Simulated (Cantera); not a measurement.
Charge: 1 mol V2O5, a varied amount of H2, 2.9 mol N2, equilibrated at 1477 °C and 0.000410 bar.

Cantera equilibrium calculation (NASA polynomials, part measured and part estimated; ideal gas, pure solids and liquids). Candidate condensed phases: H2O, V, VN, VO, V2O3, V2O4, V2O5; 28 gas species. Mutual solubility and eutectic melting of coexisting phases are not modelled. VO: taken at fixed stoichiometry. Condensed phases not in the tables: the oxides between V2O3 and V2O5 other than VO2. Rates play no part.

Question: What share of the V ends up in condensed phases as a function of n(H2) (mol), at 130, 170, 210, 260, 330, 410, 510, 640, 800, 1000, 1200, 1600?

Answer: 
```json
[
 {"n(H2) (mol)": "130", "V condensed (%)": "96.8", "as": "V2O3(s)"},
 {"n(H2) (mol)": "170", "V condensed (%)": "96.2", "as": "VO(s) + V2O3(s)"},
 {"n(H2) (mol)": "210", "V condensed (%)": "95.3", "as": "VO(s) + V2O3(s)"},
 {"n(H2) (mol)": "260", "V condensed (%)": "94.5", "as": "VO(s)"},
 {"n(H2) (mol)": "330", "V condensed (%)": "94.3", "as": "VO(s)"},
 {"n(H2) (mol)": "410", "V condensed (%)": "94.1", "as": "VO(s)"},
 {"n(H2) (mol)": "510", "V condensed (%)": "93.8", "as": "VO(s)"},
 {"n(H2) (mol)": "640", "V condensed (%)": "93.5", "as": "VO(s)"},
 {"n(H2) (mol)": "800", "V condensed (%)": "93.0", "as": "VO(s)"},
 {"n(H2) (mol)": "1000", "V condensed (%)": "92.4", "as": "VO(s)"},
 {"n(H2) (mol)": "1200", "V condensed (%)": "91.8", "as": "VO(s)"},
 {"n(H2) (mol)": "1600", "V condensed (%)": "90.6", "as": "VO(s)"}
]
```
